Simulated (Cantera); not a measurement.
Charge: 1 mol SiO2, 1.8 mol F2, 40 mol H2, held at 1330 Pa.

Method: chemical equilibrium by Gibbs-energy minimisation in Cantera with the NASA 1993 tables (ideal gas, pure condensed phases). Candidate condensed phases: H2O, Si, SiO2; 38 gas species. The tables hold silica as quartz up to 1696 K and as liquid above; real silica turns to tridymite and cristobalite and melts near 1996 K. The numbers say what is thermodynamically allowed, not how fast it happens. All values below are at 1050 °C.

Base state: H2 0.916, HF 0.0754, H2O 0.00546, SiF4 0.00272, H 1.31e-5 (mole fractions); condensed: SiO2(β-quartz).

### Question
What changes in the equilibrium state with this change: H2 from 40 to 9.4 mol?

### Answer
```
species               before    after
-------------------  -------  -------
H2                     0.916    0.689
HF                    0.0754    0.267
H2O                  0.00546   0.0295
SiF4                 0.00272   0.0147
H                    1.31e-5  1.14e-5
SiO2(β-quartz), mol    0.886    0.837
```
